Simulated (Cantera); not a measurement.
Charge: 1 mol C2H2, 0.014 mol O2, 0.51 mol H2, 0.12 mol NH3, equilibrated at 575 °C and 1000 Pa.

These are equilibrium values from Cantera (NASA tables, ideal gas, pure condensed phases), not measurements of a reactor. Candidate condensed phases: C, C6H6, C7H8, C8H18, H2O; 136 gas species. Kinetics and transport are ignored.

Base state: H2 0.945, N2 0.0340, CO 0.0147, CH4 0.00571, H2O 0.00103, CO2 4.95e-5 (mole fractions); condensed: C(graphite).

Q: What changes in the equilibrium state with this change: temperature from 575 °C to 1577 °C?

A: 
```csv
species,before,after
H2,0.945,0.944
N2,0.0340,0.0329
CO,0.0147,0.0157
CH4,0.00571,5.84e-6
H,<1e-9,0.00524
HCN,5.24e-8,0.00137
C2H2 (acetylene),<1e-9,0.000247
HNC,<1e-9,5.81e-5
CO2,4.95e-5,<1e-9
H2O,0.00103,3.32e-8
"C(graphite), mol",1.96,1.97
```
